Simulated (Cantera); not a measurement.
# Ignition delay

Mixture: 5.46 % CH4, 0.873 % C2H6, 5.19 % C3H8, 18.6 % O2, 69.9 % N2, equivalence ratio 2.1, at 0.503 atm, adiabatic and at constant volume. Ignition delay is the time to a rise of 400 K.

Detailed kinetics in Cantera: GRI-Mech 3.0 (53 species, 325 reactions). GRI-Mech 3.0 was tuned for natural gas; its chemistry of propane as a main component is partial and can be far from experiment.

| T0 (K) | delay (ms) |
|---|---|
| 1300 | 1.34 |
| 1350 | 0.672 |
| 1400 | 0.369 |
| 1450 | 0.219 |
| 1500 | 0.139 |
| 1550 | 0.0943 |
| 1600 | 0.0671 |

The apparent activation energy between 1500 and 1600 K is 150 kJ/mol.
